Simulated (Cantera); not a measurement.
Feed: 1 mol SiHCl3, 26 mol NH3, at 34.0 Pa.

Cantera equilibrium calculation (NASA polynomials, part measured and part estimated; ideal gas, pure solids and liquids). Candidate condensed phases: NH4Cl, Si, Si3N4; 28 gas species. The tables' values for SiCl3 are old estimates; treat these amounts as uncertain. The numbers say what is thermodynamically allowed, not how fast it happens. All values below are at 1423 K.

Base state: H2 0.714, N2 0.233, HCl 0.0508, SiCl2 0.00266, H 0.000304, Cl 1.77e-5, SiCl3 1.24e-5 (mole fractions); condensed: Si3N4(s).

**Question.** What changes in the equilibrium state with this change: NH3 from 26 to 5 mol?

**Answer.** 
```json
[
 {"species": "H2", "before": "0.714", "after": "0.600"},
 {"species": "N2", "before": "0.233", "after": "0.186"},
 {"species": "HCl", "before": "0.0508", "after": "0.171"},
 {"species": "SiCl2", "before": "0.00266", "after": "0.0418"},
 {"species": "SiCl4", "before": "2.29e-7", "after": "4.85e-5"},
 {"species": "SiCl3", "before": "1.24e-5", "after": "0.000716"},
 {"species": "Si3N4(s), mol", "before": "0.286", "after": "0.168"}
]
```
